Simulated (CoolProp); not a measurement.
Vapour-liquid equilibrium of CF4 (R14) (1) + R13 (2) at -106.05 °C; x and y are mole fractions of (1).

Model: multi-fluid Helmholtz-energy mixture model, Platzer 1990 and Platzer 1990; pair parameters Bell 2016, in CoolProp. This equation is an older, rougher fit; its heat capacities, sound speeds and derivatives of the liquid may be far off and weren't checked against measurements.

```tsv
x	bubble pressure, mixture model (kPa)	bubble pressure, Raoult's law (kPa)	y, mixture model	y, Raoult's law
0.05	47.87	39.64	0.563	0.480
0.125	83.59	66.55	0.764	0.715
0.2	115.7	93.46	0.840	0.814
0.275	144.9	120.4	0.880	0.869
0.35	171.7	147.3	0.906	0.904
0.425	196.7	174.2	0.925	0.928
0.5	220.4	201.1	0.939	0.946
0.575	243.3	228.0	0.950	0.960
0.65	265.9	254.9	0.960	0.970
0.725	288.6	281.8	0.969	0.979
0.8	311.8	308.7	0.978	0.986
0.875	336.2	335.6	0.986	0.992
0.95	362.1	362.5	0.994	0.997
```

The largest gap from Raoult's law is +25.6 % in bubble pressure, at x = 0.125. No azeotrope shows between x = 0.05 and 0.95.

Pair parameters are fitted to limited data, so mixtures are less certain than the pure fluids.
